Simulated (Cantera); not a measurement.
An isothermal, constant-pressure homogeneous reactor starts with 42.0 % C2H6, 58.0 % N2, at 1125 K and 100.0 Torr.

Cantera simulation using GRI-Mech 3.0 (53 species, 325 reactions); the numbers are that mechanism's predictions, not measurements. GRI-Mech 3.0 stops at C3 and has no aromatics, soot or wall deposition, so with more carbon than oxygen in the feed, carbon stays in small species such as C2H2 where larger ones or solid carbon would form.

x: mole fraction; the columns are a selection and need not sum to one.

```tsv
t (s)	x C2H6	x CH4	x H2	x C2H4	x CH3	x H
0.000800	0.420	3.45e-5	0.000159	0.000160	7.84e-6	…
0.00259	0.418	0.000172	0.00182	0.00185	1.47e-5	…
0.00837	0.402	0.00101	0.0117	0.0120	2.27e-5	1.30e-6
0.0270	0.354	0.00396	0.0435	0.0447	2.13e-5	1.39e-6
0.0875	0.234	0.0123	0.122	0.124	1.73e-5	…
0.283	0.0654	0.0288	0.231	0.229	9.86e-6	…
0.915	0.00648	0.0390	0.274	0.248	3.44e-6	…
2.96	0.00324	0.0442	0.287	0.220	2.64e-6	…
9.56	0.00269	0.0559	0.300	0.177	2.86e-6	…
30.9	0.00220	0.0803	0.290	0.149	3.22e-6	…
100	0.00177	0.119	0.259	0.133	3.45e-6	…
```

Problem. What belongs in the gaps?

Solution. 
- 0.000800, x H: 3.03e-7
- 0.00259, x H: 8.92e-7
- 0.0875, x H: 1.61e-6
- 0.283, x H: 1.95e-6
- 0.915, x H: 1.15e-6
- 2.96, x H: 8.67e-7
- 9.56, x H: 7.93e-7
- 30.9, x H: 6.13e-7
- 100, x H: 4.02e-7
